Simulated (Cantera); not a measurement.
Cantera run:

```python
import numpy as np
import cantera as ct

gas_names = """
    H HO2 H2 H2O H2O2 O OH O2 O3 Pb PbO Pb2
""".split()
cond_names = """
    H2O(s) H2O(L) Pb(cr) Pb(L) PbO(rd) PbO(yw) PbO(L) PbO2(s) Pb3O4(s)
""".split()


# ... load() reads the species with a 1 bar reference pressure and builds the phases ...
atoms = {
    'PbO': {'Pb': 1, 'O': 1},
    'H2O': {'H': 2, 'O': 1},
    'H2': {'H': 2},
}
top_T = {'Pb3O4(s)': 820}  # K; cautious upper limits of use, not melting points


# ... equilibrate(T, P, feed) seeds the gas with the atoms and calls Mixture.equilibrate('TP', solver="vcs", rtol=1e-11, max_steps=5000) ...
results = []
feed = {'PbO': 1, 'H2O': 0.67, 'H2': 0.51}  # mol
T = 1323  # K
for P in [1000, 2200, 4600, 10000, 22000, 46000, 100000, 220000, 460000, 1000000]:
    mix = equilibrate(T, P, feed)
    results.append((T, P, feed, dict(zip(mix.species_names, mix.species_moles))))

top = {s: max(r[3][s] / sum(r[3][g] for g in gas_names) for r in results) for s in gas_names}
cols = sorted((s for s in top if top[s] > 1e-06), key=lambda s: -top[s])[:8]
seen = [c for c in cond_names if any(r[3].get(c, 0) > 1e-12 for r in results)]
print("log10 of partial pressures in bar; condensed amounts in mol")
print(f"{'P/Pa':>10s}" + "".join(f"{s[:9]:>10s}" for s in cols + seen))
for T, P, feed, n in results:
    ng = sum(n[g] for g in gas_names)
    print(f"{P:10.4g}" + "".join(f"{np.log10(max(n[s] / ng * P / 1e5, 1e-99)):10.3f}" for s in cols)
          + "".join(f"{n.get(c, 0):10.4g}" for c in seen))
```

Output:

```
log10 of partial pressures in bar; condensed amounts in mol
      P/Pa       H2O        Pb       PbO        H2       Pb2        O2        OH     Pb(L)    PbO(L)
      1000    -2.186    -2.551    -3.176    -5.554    -6.584    -7.039    -7.048         0    0.3696
      2200    -1.749    -2.454    -3.176    -5.021    -6.391    -7.232    -6.878    0.2764    0.4464
      4600    -1.379    -2.454    -3.176    -4.650    -6.391    -7.232    -6.693    0.4101    0.4718
     1e+04    -1.019    -2.454    -3.176    -4.290    -6.391    -7.232    -6.513    0.4661    0.4824
   2.2e+04    -0.666    -2.454    -3.176    -3.937    -6.391    -7.232    -6.337    0.4901     0.487
   4.6e+04    -0.341    -2.454    -3.176    -3.613    -6.391    -7.232    -6.175    0.5003    0.4889
     1e+05    -0.002    -2.454    -3.176    -3.273    -6.391    -7.232    -6.005    0.5052    0.4898
   2.2e+05     0.341    -2.454    -3.176    -2.930    -6.391    -7.232    -5.833    0.5075    0.4903
   4.6e+05     0.662    -2.454    -3.176    -2.609    -6.391    -7.232    -5.673    0.5085    0.4905
     1e+06     1.000    -2.454    -3.176    -2.272    -6.391    -7.232    -5.504     0.509    0.4906
```

Cantera equilibrium calculation (NASA polynomials, part measured and part estimated; ideal gas, pure solids and liquids). Each liquid is taken as pure. Mutual solubility and eutectic melting of coexisting phases are not modelled. Gases not in the tables: (PbO)n polymers.
